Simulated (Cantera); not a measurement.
**Hydrocarbon pyrolysis for carbon deposition**

An isothermal, constant-pressure homogeneous reactor starts with 12.7 % C2H4, 87.3 % H2, at 1650 K and 1330 Pa.

Detailed kinetics in Cantera: GRI-Mech 3.0 (53 species, 325 reactions). GRI-Mech 3.0 was tuned for natural gas; its chemistry of ethylene as a main component is partial and can be far from experiment. GRI-Mech 3.0 stops at C3 and has no aromatics, soot or wall deposition, so with more carbon than oxygen in the feed, carbon stays in small species such as C2H2 where larger ones or solid carbon would form. Radical loss at walls, strong at low pressure, is not modelled.

```tsv
t (s)	x C2H4	x H2	x CH2	x CH3	x C2H6
0.000100	0.126	0.873	7.13e-12	4.99e-11	1.30e-9
0.000282	0.126	0.873	3.44e-11	2.85e-10	4.41e-9
0.000793	0.125	0.874	1.20e-10	1.02e-9	1.31e-8
0.00223	0.123	0.874	3.57e-10	3.09e-9	3.72e-8
0.00629	0.116	0.875	9.60e-10	8.64e-9	9.88e-8
0.0177	0.0975	0.877	1.89e-9	1.96e-8	1.95e-7
0.0499	0.0548	0.881	1.66e-9	2.86e-8	1.68e-7
0.140	0.00817	0.887	5.01e-10	5.77e-8	4.47e-8
0.395	0.000101	0.887	1.84e-10	3.13e-7	1.40e-9
1.11	9.58e-5	0.887	5.94e-10	6.67e-7	1.49e-9
3.13	9.56e-5	0.887	1.01e-9	1.16e-6	1.50e-9
8.83	9.56e-5	0.887	2.12e-9	2.51e-6	1.56e-9
24.9	9.55e-5	0.887	4.92e-9	5.90e-6	1.93e-9
70.0	9.54e-5	0.887	9.09e-9	1.10e-5	3.02e-9
```
x: mole fraction; the columns are a selection and need not sum to one.

Equilibrium at this temperature and pressure: C2H4 9.54e-5, H2 0.886, CH2 1.03e-8, CH3 1.24e-5, C2H6 3.45e-9 (gas phase only).
